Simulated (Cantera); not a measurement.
Feed: 1 mol Si, 0.98 mol Cl₂, 0.77 mol H₂, at 1100 K and 13300 Pa.

These are equilibrium values from Cantera (NASA tables, ideal gas, pure condensed phases), not measurements of a reactor. Candidate condensed phases: Si; 19 gas species. The tables' values for SiCl₃ are old estimates; treat these amounts as uncertain. Kinetics and transport are ignored.

Base state: H₂ 0.557, SiCl₄ 0.319, SiHCl₃ 0.0608, HCl 0.0431, SiCl₃ 0.0125, SiCl₂ 0.00678, SiH₂Cl₂ 0.00139 (mole fractions); condensed: Si(s).

Problem. What changes in the equilibrium state with this change: temperature from 1100 K to 848.15 K?

Solution. 
```tsv
species	before	after
H₂	0.557	0.582
SiCl₄	0.319	0.340
SiHCl₃	0.0608	0.0712
HCl	0.0431	0.00452
SiCl₃	0.0125	0.000442
SiCl₂	0.00678	4.15e-5
SiH₂Cl₂	0.00139	0.00131
Si(s), mol	0.495	0.488
```
